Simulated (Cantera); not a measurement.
Transport properties of process gases

Gas mixture: H2O : N2O = 0.86 : 0.19 (molar parts), at 0.220 bar, frozen composition.

Cantera's kinetic-theory transport with the Lennard-Jones parameters of GRI-Mech 3.0, ideal gas; thermal conductivity in the multicomponent form. Polar gases are described roughly by these parameters.

| T (K) | ρ (kg/m³) | cp (J/kg/K) | μ (µPa s) | λ (mW/m/K) | Pr | D (cm²/s) CH4 | D (cm²/s) O | D (cm²/s) NO |
|---|---|---|---|---|---|---|---|---|
| 400 | 0.150 | 1576 | 15.5 | 35.3 | 0.691 | 1.72 | 2.72 | 1.65 |
| 500 | 0.120 | 1635 | 19.4 | 46.2 | 0.687 | 2.62 | 4.07 | 2.49 |
| 600 | 0.100 | 1695 | 23.3 | 57.6 | 0.684 | 3.68 | 5.63 | 3.46 |
| 700 | 0.0859 | 1755 | 27.0 | 69.5 | 0.683 | 4.87 | 7.37 | 4.56 |
| 800 | 0.0751 | 1814 | 30.7 | 81.6 | 0.682 | 6.19 | 9.30 | 5.77 |
| 900 | 0.0668 | 1872 | 34.3 | 94.1 | 0.682 | 7.62 | 11.4 | 7.08 |
| 1000 | 0.0601 | 1929 | 37.8 | 107 | 0.682 | 9.17 | 13.6 | 8.50 |
D: mixture-averaged diffusion coefficient of that species in the mixture.
